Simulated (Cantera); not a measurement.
An isothermal, constant-pressure homogeneous reactor starts with C₂H₆ : N₂ = 1 : 25 (molar parts), at 1223 K and 18000 Pa.

Detailed kinetics in Cantera: GRI-Mech 3.0 (53 species, 325 reactions). GRI-Mech 3.0 stops at C3 and has no aromatics, soot or wall deposition, so with more carbon than oxygen in the feed, carbon stays in small species such as C2H2 where larger ones or solid carbon would form.

x: mole fraction; the columns are a selection and need not sum to one.

| t (s) | x C₂H₆ | x CH₄ | x C₂H₂ | x C₂H | x H | x H₂ |
|---|---|---|---|---|---|---|
| 0.000500 | 0.0384 | 9.45e-6 | 3.37e-9 | <1e-12 | 8.37e-7 | 3.98e-5 |
| 0.00162 | 0.0377 | 7.29e-5 | 8.74e-7 | <1e-12 | 2.72e-6 | 0.000611 |
| 0.00527 | 0.0344 | 0.000414 | 3.12e-5 | 6.99e-12 | 3.43e-6 | 0.00346 |
| 0.0171 | 0.0245 | 0.00159 | 0.000418 | 3.19e-11 | 4.08e-6 | 0.0121 |
| 0.0555 | 0.00666 | 0.00435 | 0.00349 | 1.36e-10 | 5.11e-6 | 0.0296 |
| 0.180 | 0.000352 | 0.00555 | 0.0108 | 1.26e-10 | 2.14e-6 | 0.0416 |
| 0.585 | [?] | 0.00564 | [?] | 5.49e-11 | [?] | [?] |
| 1.90 | 1.16e-5 | 0.00566 | 0.0218 | 4.59e-11 | 4.87e-7 | 0.0524 |
| 6.16 | 5.60e-6 | 0.00569 | 0.0280 | 4.37e-11 | 4.03e-7 | 0.0584 |
| 20.0 | [?] | 0.00575 | [?] | 3.68e-11 | [?] | 0.0605 |

Task: Some entries are withheld; supply them.

Result: 
- 0.585, x C₂H₆: 2.99e-5
- 0.585, x C₂H₂: 0.0162
- 0.585, x H: 7.03e-7
- 0.585, x H₂: 0.0471
- 20.0, x C₂H₆: 3.04e-6
- 20.0, x C₂H₂: 0.0303
- 20.0, x H: 3.25e-7
